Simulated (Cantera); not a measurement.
What does this Cantera script print?

```python
import numpy as np
import cantera as ct

gas_names = [...]  # 91 gases of nasa_gas.yaml made of C, Cl, H
cond_names = """
    C(gr) C6H6(L) C7H8(L) C8H18(L),n-octa
""".split()


# ... load() reads the species with a 1 bar reference pressure and builds the phases ...
atoms = {
    'CCl4': {'C': 1, 'CL': 4},
    'CH4': {'C': 1, 'H': 4},
    'HCl': {'H': 1, 'CL': 1},
}
top_T = {'C(gr)': 4500}  # K; cautious upper limits of use, not melting points


# ... equilibrate(T, P, feed) seeds the gas with the atoms and calls Mixture.equilibrate('TP', solver="vcs", rtol=1e-11, max_steps=5000) ...
results = []
feed = {'CCl4': 1, 'CH4': 0.52, 'HCl': 0.076}  # mol
T = 1973.15  # K
P = 810  # Pa
mix = equilibrate(T, P, feed)
results.append((T, P, feed, dict(zip(mix.species_names, mix.species_moles))))
x = sorted(zip(gas.X, gas.species_names), reverse=True)
print(f"T = {T:g} K  P = {P:g} Pa  gas = {mix.phase_moles(0):.4g} mol")
print("   x: " + "  ".join(f"{s} {v:.3e}" for v, s in x if v > 0.0001))
print("   condensed (mol): " + ("  ".join(f"{mix.phase(i).name} {mix.phase_moles(i):.4g}"
      for i in range(1, mix.n_phases) if mix.phase_moles(i) > 1e-12) or "none"))
```

Output:

```
T = 1973.15 K  P = 810 Pa  gas = 4.061 mol
   x: HCL 5.303e-01  CL 4.653e-01  CL2 3.967e-03  H 1.918e-04  H2 1.634e-04
   condensed (mol): C(gr) 1.52
```

Equilibrium computed with Cantera from the NASA thermochemical tables; the gas is ideal and each condensed phase is pure.
